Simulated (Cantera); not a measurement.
Input (Python, Cantera) and output of one run.

```python
import numpy as np
import cantera as ct

gas_names = """
    Fe FeO Fe(OH)2 H HO2 H2 H2O H2O2 O OH O2 O3
""".split()
cond_names = """
    Fe(a) Fe(c) Fe(d) Fe(L) FeO(s) FeO(L) Fe(OH)2(s) Fe(OH)3(s) Fe2O3(s) Fe3O4(s) H2O(s) H2O(L)
""".split()


def load(file, names, dense=False):
    # The tables refer to 1 bar. Condensed volumes are neglected.
    table = {s.name: s for s in ct.Species.list_from_file(file)}
    out = []
    for n in names:
        d = dict(table[n].input_data)
        d["thermo"] = dict(d["thermo"], **{"reference-pressure": 1e5})
        if dense:
            d["equation-of-state"] = {"model": "constant-volume", "density": "1e6 g/cm^3"}
        out.append(ct.Species.from_dict(d))
    return out


gas = ct.Solution(thermo="ideal-gas", species=load("nasa_gas.yaml", gas_names))
cond = {s.name: ct.Solution(thermo="fixed-stoichiometry", species=[s], name=s.name)
        for s in load("nasa_condensed.yaml", cond_names, dense=True)}
atoms = {
    'Fe2O3': {'Fe': 2, 'O': 3},
    'H2': {'H': 2},
    'H2O': {'H': 2, 'O': 1},
}
top_T = {'Fe2O3(s)': 1830, 'Fe3O4(s)': 1870}  # K; cautious upper limits of use, not melting points


def equilibrate(T, P, feed):
    n = {}
    for name, mol in feed.items():
        for a, k in atoms[name].items():
            n[a] = n.get(a, 0.0) + k * mol
    gas.TPX = T, P, n
    mass = sum(n.values()) * gas.mean_molecular_weight
    gas.equilibrate("TP")
    valid = [c for c in cond.values() if c.min_temp <= T <= top_T.get(c.name, c.max_temp)]
    mix = ct.Mixture([(gas, mass / gas.mean_molecular_weight)] + [(c, 0.0) for c in valid])
    mix.T, mix.P = T, P
    mix.equilibrate("TP", solver="vcs", rtol=1e-11, max_steps=5000)
    return mix


results = []
feed = {'Fe2O3': 1, 'H2': 0.51, 'H2O': 0.035}  # mol
T = 1750  # K
P = 120000  # Pa
mix = equilibrate(T, P, feed)
results.append((T, P, feed, dict(zip(mix.species_names, mix.species_moles))))
print(gas.report(threshold=0.001))
for i in range(1, mix.n_phases):
    print(f"{mix.phase(i).name:16s} {mix.phase_moles(i):12.5e} mol")
```

It prints:

```
       temperature   1750 K
          pressure   1.2e+05 Pa
           density   0.14739 kg/m^3
  mean mol. weight   17.871 kg/kmol
   phase of matter   gas

                          1 kg             1 kmol
                     ---------------   ---------------
          enthalpy       -1.0031e+07       -1.7927e+08  J
   internal energy       -1.0845e+07       -1.9382e+08  J
           entropy             14349        2.5643e+05  J/K
    Gibbs function       -3.5142e+07       -6.2802e+08  J
 heat capacity c_p            2772.1             49540  J/K
 heat capacity c_v            2306.8             41225  J/K

                      mass frac. Y      mole frac. X     chem. pot. / RT
                     ---------------   ---------------   ---------------
                H2         0.0010662         0.0094513           -23.543
               H2O           0.99826           0.99028           -43.348
     [  +10 minor]        0.00067829        0.00026487

Fe(d)             0.00000e+00 mol
FeO(L)            5.14608e-01 mol
Fe2O3(s)          0.00000e+00 mol
Fe3O4(s)          4.95111e-01 mol
```

Cantera equilibrium calculation (NASA polynomials, part measured and part estimated; ideal gas, pure solids and liquids). Mutual solubility and eutectic melting of coexisting phases are not modelled. The tables' stoichiometric FeO is somewhat more stable than real wüstite, so its field is too wide. FeO: taken at fixed stoichiometry.
